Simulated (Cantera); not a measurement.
Diamond growth

A diamond (100) surface in a fixed gas of H2 with x(CH4) = 0.022, x(H) = 0.0087, x(CH3) = 0.00026, at 1123 K; coverages are run to steady state.

Cantera simulation using the Harris–Goodwin 1993 mechanism for the reconstructed diamond (100) surface; the numbers are that mechanism's predictions, not measurements.

```
P (Pa)  growth (µm/h)  θ c6HH  θ c6H*  θ c6*H  θ c6**   θ c6HM
------  -------------  ------  ------  ------  ------  -------
370             0.177   0.493  0.0302   0.453  0.0205  0.00178
600             0.390   0.492  0.0301   0.453  0.0205  0.00259
990             0.865   0.492  0.0301   0.452  0.0205  0.00366
1600             1.79   0.491  0.0300   0.451  0.0204  0.00482
2700             3.74   0.490  0.0300   0.450  0.0204  0.00609
4300             6.87   0.489  0.0300   0.449  0.0204  0.00711
7100             12.7   0.488  0.0300   0.449  0.0203  0.00800
12000            23.2   0.488  0.0300   0.448  0.0203  0.00869
```
θ: site fractions in the mechanism's names (c6HH fully hydrogenated, c6H* and c6*H radical sites, c6** diradical, c6HM methylated).
